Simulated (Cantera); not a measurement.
A closed system holds: 1 mol C₂H₄, 2 mol H₂O, 2 mol H₂, held at 53.0 bar.

Cantera equilibrium calculation (NASA polynomials, part measured and part estimated; ideal gas, pure solids and liquids). Candidate condensed phases: C, C₆H₆, C₇H₈, C₈H₁₈, H₂O; 110 gas species. The ideal-gas law is rough above about 30 bar. Rates play no part. All values below are at 1223 K.

Base state: H₂ 0.549, CO 0.151, CH₄ 0.150, H₂O 0.126, CO₂ 0.0238, C₂H₆ 3.61e-5, C₂H₄ 1.06e-5 (mole fractions); condensed: gas only.

### Question
What changes in the equilibrium state with this change: H₂O from 2 to 4.4 mol?

### Answer
| species | before | after |
|---|---|---|
| H₂ | 0.549 | 0.526 |
| H₂O | 0.126 | 0.263 |
| CO | 0.151 | 0.120 |
| CH₄ | 0.150 | 0.0500 |
| CO₂ | 0.0238 | 0.0412 |
| C₂H₆ | 3.61e-5 | 4.22e-6 |
| C₂H₄ | 1.06e-5 | 1.29e-6 |
